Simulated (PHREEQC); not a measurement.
PHREEQC input (ion-association model, phreeqc.dat):

```
SOLUTION_SPECIES
  CO3-2 + 10 H+ + 8 e- = CH4 + 3 H2O  # shut off: no methane
    -log_k -100
    -delta_h 0
    -analytic -100
SOLUTION 1
  temp 25
  units mol/kgw
  pH 7 charge
  C(4) 0.16
  Na 0.16
END
SELECTED_OUTPUT 1
  -reset false
  -pH true
  -pe true
  -ionic_strength true
  -water true
  -totals C Na C(-4) C(4) Mtg
  -molalities H+ Na+ CO3-2 OH- HCO3- CO2 (CO2)2 NaOH NaCO3- NaHCO3
USER_PUNCH 1
  -headings p_CO2(g) phi_CO2(g) p_Mtg(g) phi_Mtg(g) p_H2O(g) phi_H2O(g) density
  10 PUNCH PR_P("CO2(g)"), PR_PHI("CO2(g)"), PR_P("Mtg(g)"), PR_PHI("Mtg(g)"), PR_P("H2O(g)"), PR_PHI("H2O(g)"), RHO
PRINT
  -reset false
USE solution 1
REACTION_TEMPERATURE 1
  40
GAS_PHASE 1
  -fixed_pressure
  -pressure 2
  -temperature 40
  -volume 20
  CO2(g) 0.94
  Mtg(g) 1.06
  H2O(g) 0
END
# ... the last block is repeated for the other 12 points of P (atm)
```

Selected output (columns that matter, 13 of 13 rows; P (atm) added in front):

```
P (atm)	pH	mu	C	Na	Mtg	m_H+	m_Na+	p_CO2(g)	phi_CO2(g)	p_Mtg(g)	phi_Mtg(g)	p_H2O(g)	phi_H2O(g)	density
2	7.0397	0.15328	0.17975	0.16018	0.0012164	1.1351e-07	0.15305	0.89335	0.99059	1.0334	0.99659	0.073293	0.98781	1.0018
5	6.6411	0.15335	0.21082	0.16018	0.0030822	2.8422e-07	0.15326	2.2829	0.97685	2.6425	0.99122	0.07465	0.97136	1.0022
10	6.3486	0.15336	0.25991	0.16019	0.0061141	5.5736e-07	0.15331	4.6013	0.95427	5.3217	0.98247	0.076993	0.94429	1.0028
20	6.0684	0.15333	0.34993	0.1602	0.011901	1.0624e-06	0.1533	9.2463	0.9102	10.672	0.96566	0.08201	0.89135	1.0039
30	5.9142	0.15329	0.4297	0.16022	0.017344	1.515e-06	0.15327	13.901	0.86757	16.011	0.94979	0.087515	0.83998	1.0049
40	5.8116	0.15325	0.49975	0.16025	0.022472	1.9183e-06	0.15323	18.564	0.82636	21.342	0.93489	0.093569	0.79018	1.0059
50	5.7374	0.15321	0.56063	0.16027	0.027314	2.2753e-06	0.1532	23.235	0.78656	26.664	0.92099	0.10024	0.74196	1.0067
75	5.6194	0.15313	0.67659	0.16036	0.03835	2.9849e-06	0.15312	34.939	0.69337	39.941	0.89075	0.12014	0.62869	1.0086
100	5.5535	0.15307	0.74911	0.16047	0.048166	3.4735e-06	0.15306	46.668	0.61001	53.187	0.86686	0.14557	0.52732	1.0101
150	5.4885	0.15299	0.81328	0.16076	0.065004	4.0314e-06	0.15298	70.143	0.47989	79.644	0.83179	0.21344	0.37193	1.0125
200	5.4512	0.15288	0.83799	0.16105	0.078508	4.3903e-06	0.15287	93.6	0.39875	106.11	0.80281	0.2932	0.28016	1.0147
300	5.388	0.15242	0.87031	0.16142	0.098829	5.0727e-06	0.15241	140.48	0.31793	159.06	0.76411	0.45323	0.19405	1.0188
400	5.3288	0.15172	0.89692	0.16163	0.11449	5.8062e-06	0.1517	187.36	0.28247	212.04	0.75264	0.60359	0.15595	1.0228
```

At this temperature some constants are extrapolated from 25 °C, and those without enthalpy data are left unchanged.
